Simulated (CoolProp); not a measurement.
Vapour-liquid equilibrium of neopentane (1) + n-pentane (2) at 285.7 K; x and y are mole fractions of (1).

Model: multi-fluid Helmholtz-energy mixture model, Lemmon 2006 and Thol 2019; pair parameters Bell 2016, in CoolProp.

Q: Give the bubble pressure and the first vapour's composition at x = 0.05, 0.2, 0.8. Is there an azeotrope?

A: x = 0.05: 45.74 kPa, y = 0.124; x = 0.2: 56.67 kPa, y = 0.400; x = 0.8: 98.97 kPa, y = 0.909. No azeotrope shows between x = 0.05 and 0.95.

Pair parameters are fitted to limited data, so mixtures are less certain than the pure fluids.
